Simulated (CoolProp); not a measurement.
Properties of CF4 (R14) along the isotherm 6.35 °C.

The numbers come from the reference Helmholtz-energy equation of state, Platzer 1990 in CoolProp. This equation is an older, rougher fit.

```csv
p (bar),phase,Z,Prandtl number
1.71,gas,0.9920,0.752
3.42,gas,0.9841,0.758
5.13,gas,0.9760,0.765
6.84,gas,0.9680,0.771
8.55,gas,0.9600,0.777
10.3,gas,(withheld),0.784
12,gas,(withheld),0.791
13.7,gas,0.9356,(withheld)
15.4,gas,(withheld),(withheld)
17.1,gas,0.9194,0.813
18.8,gas,0.9113,0.821
```

**Question.** What belongs in the gaps?

**Answer.** 
- 10.3, Z: 0.9517
- 12, Z: 0.9437
- 13.7, Prandtl number: 0.798
- 15.4, Z: 0.9275
- 15.4, Prandtl number: 0.805

Viscosity comes from a separate model (Huber 2003), an estimate that may be off by 10 % or more. Thermal conductivity comes from a separate model (Huber 2003), an estimate that may be off by 10 % or more.
